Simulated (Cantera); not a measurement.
A closed system holds: 1 mol PbO, 260 mol H2, equilibrated at 1298.15 K and 5.10 bar.

Cantera equilibrium calculation (NASA polynomials, part measured and part estimated; ideal gas, pure solids and liquids). Candidate condensed phases: H2O, Pb, PbO, PbO2, Pb3O4; 12 gas species. Kinetics and transport are ignored.

Base state: H2 0.996, H2O 0.00384, Pb 0.000502 (mole fractions); condensed: Pb(l).

Question: What changes in the equilibrium state with this change: PbO replaced by SiO2?

Answer: 
```json
[
 {"species": "H2", "before": "0.996", "after": "1.000"},
 {"species": "H2O", "before": "0.00384", "after": "9.86e-7"},
 {"species": "Pb", "before": "0.000502", "after": "0"},
 {"species": "Pb(l), mol", "before": "0.869", "after": "0"},
 {"species": "SiO2(β-quartz), mol", "before": "0", "after": "1.000"}
]
```
The tables hold silica as quartz up to 1696 K and as liquid above; real silica turns to tridymite and cristobalite and melts near 1996 K. Further candidate phases: Si, SiO2.

Question: What changes in the equilibrium state with this change: PbO replaced by Cr2O3?

Answer: 
```json
[
 {"species": "H2", "before": "0.996", "after": "1.000"},
 {"species": "H2O", "before": "0.00384", "after": "0.000264"},
 {"species": "Pb", "before": "0.000502", "after": "0"},
 {"species": "Pb(l), mol", "before": "0.869", "after": "0"},
 {"species": "Cr(s), mol", "before": "0", "after": "0.0458"},
 {"species": "Cr2O3(s), mol", "before": "0", "after": "0.977"}
]
```
Mutual solubility and eutectic melting of coexisting phases are not modelled. Further candidate phases: Cr, Cr2O3.
